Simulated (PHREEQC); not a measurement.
Consider water at 60 °C and 300 atm with 0.0016 mol/kgw CuCl2, 0.0019 mol/kgw HCl and 5.7e-05 mol/kgw H3BO3. Closed to the air; pH follows from the charge balance.

The numbers come from PHREEQC with the ion-association model, phreeqc.dat.

```yaml
pH: 2.76
ionic_strength: 0.00656 mol/kgw
specific_conductance: 2130 µS/cm
total_alkalinity: -1.90 meq/kg
```

```csv
species,molality,activity,log γ
Cl-,0.00503,0.00460,-0.040
H+,0.00190,0.00175,-0.035
Cu+2,0.00153,0.00109,-0.150
CuCl+,6.73e-5,6.15e-5,-0.039
H3BO3,5.70e-5,5.71e-5,0.001
CuCl2,1.30e-7,1.30e-7,0.001
CuOH+,6.31e-9,5.76e-9,-0.039
```

Precipitation was switched off in this run. Complexes and solids missing from the database can't appear. Under pressure, the constants of complexes without a molar volume in the database are unreliable. At this temperature some constants are extrapolated from 25 °C, and those without enthalpy data are left unchanged.
